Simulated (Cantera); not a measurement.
Standard-state values (1 bar) from the NASA 1993 polynomials, evaluated with Cantera. Values are per mole of reaction as written; species without (g) are pure solids or liquids, kept so even where they would boil at 1 bar.

V + 2 H2O(g) → 2 H2(g) + VO2(g), with ΔH° = 251.0 kJ and ΔS° = 120.1 J/K at 300 K.

Q: How far is the shortcut ΔG° ≈ ΔH°(300 K) − T·ΔS°(300 K) from the full temperature-dependent value at 2523, 2548, 2573, 2598, 2623, 2648, 2673, 2698, 2723, 2748 K?

A: 
```csv
T (K),shortcut (kJ),full (kJ),difference (kJ),difference in log10 K,condensed phases
2523,-52.0,-66.5,14.5,-0.30,V(l)
2548,-55.0,-69.3,14.3,-0.29,V(l)
2573,-58.0,-72.0,14.1,-0.29,V(l)
2598,-61.0,-74.8,13.8,-0.28,V(l)
2623,-64.0,-77.6,13.6,-0.27,V(l)
2648,-67.0,-80.3,13.3,-0.26,V(l)
2673,-70.0,-83.1,13.1,-0.26,V(l)
2698,-73.0,-85.8,12.8,-0.25,V(l)
2723,-76.0,-88.6,12.6,-0.24,V(l)
2748,-79.0,-91.3,12.3,-0.23,V(l)
```
The shortcut ignores heat capacities and the phase changes listed.
